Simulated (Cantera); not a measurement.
**Thermodynamics of hydrogen reduction and annealing atmospheres, feed Nb2O5 + H2 + H2O**

A closed system holds: 1 mol Nb2O5, a varied amount of H2, 0.056 mol H2O, at 2173 K and 150 Torr.

Cantera equilibrium calculation (NASA polynomials, part measured and part estimated; ideal gas, pure solids and liquids). Candidate condensed phases: H2O, Nb, NbO, NbO2, Nb2O5; 12 gas species. Mutual solubility and eutectic melting of coexisting phases are not modelled. NbO: taken at fixed stoichiometry. Condensed phases not in the tables: the oxides between NbO2 and Nb2O5, N, O or C dissolved in the metal. The numbers say what is thermodynamically allowed, not how fast it happens.

| n(H2) (mol) | x H2 | x H2O | x H | x NbO2 | n NbO(s) | n NbO2(s) | n Nb(s) |
|---|---|---|---|---|---|---|---|
| 120 | 0.970 | 0.0193 | 0.0106 | 0.000289 | 1.28 | 0.686 | 0 |
| 190 | 0.973 | 0.0157 | 0.0106 | 0.000234 | 1.95 | 0 | 0 |
| 290 | 0.979 | 0.0103 | 0.0107 | 0.000153 | 1.95 | 0 | 0 |
| 460 | 0.983 | 0.00650 | 0.0107 | 9.59e-5 | 1.95 | 0 | 0 |
| 720 | 0.985 | 0.00415 | 0.0107 | 6.11e-5 | 1.95 | 0 | 0 |
| 1100 | 0.986 | 0.00314 | 0.0107 | 4.62e-5 | 1.46 | 0 | 0.478 |
| 1800 | 0.987 | 0.00271 | 0.0107 | 3.43e-5 | 0 | 0 | 1.92 |
| 2800 | 0.987 | 0.00176 | 0.0107 | 1.44e-5 | 0 | 0 | 1.94 |
x: gas mole fraction; n: condensed amount in mol.

At 120 mol H2 the condensed part is NbO(s) + NbO2(s). From 190 mol H2 to 720 mol H2 the condensed part is NbO(s). At 1100 mol H2 the condensed part is Nb(s) + NbO(s). From 1800 mol H2 to 2800 mol H2 the condensed part is Nb(s). The main Nb-bearing gas is NbO2 throughout. The share of Nb in condensed phases is highest at 120 mol H2 (98.2 %) and lowest at 1800 mol H2 (95.9 %).
